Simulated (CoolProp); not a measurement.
R1132(E) along the isotherm 365.7 K: density (kg/m³) from the reference equation and from simpler models built on Tc = 348.8 K, pc = 5.174 MPa, ω = 0.245; each cubic takes its own stable root.

Values from CoolProp's reference Helmholtz-energy equation of state, Akasaka 2024.

| p (MPa) | phase | reference |
|---|---|---|
| 0.464 | gas | 10.04 |
| 0.929 | gas | 20.70 |
| 1.39 | gas | 31.94 |
| 1.86 | gas | 44.22 |
| 2.32 | gas | 57.18 |
| 2.79 | gas | 71.57 |
| 3.25 | gas | 87.06 |
| 3.71 | gas | 104.3 |
| 4.18 | gas | 124.2 |
| 4.64 | gas | 146.9 |
| 5.11 | gas | 174.6 |
| 5.57 | supercritical | 208.9 |
| 6.04 | supercritical | 256.5 |
| 6.5 | supercritical | 326.1 |

**Question.** How far does each simpler model (Redlich-Kwong, Peng-Robinson) lie from the reference over these 14 states: mean and median of the absolute difference, and the worst?

**Answer.** 
- Redlich-Kwong: mean 0.4 %, median 0.1 %, worst +2.1 % at 365.7 K and 6.5 MPa
- Peng-Robinson: mean 1.6 %, median 1.7 %, worst -3.0 % at 365.7 K and 6.5 MPa
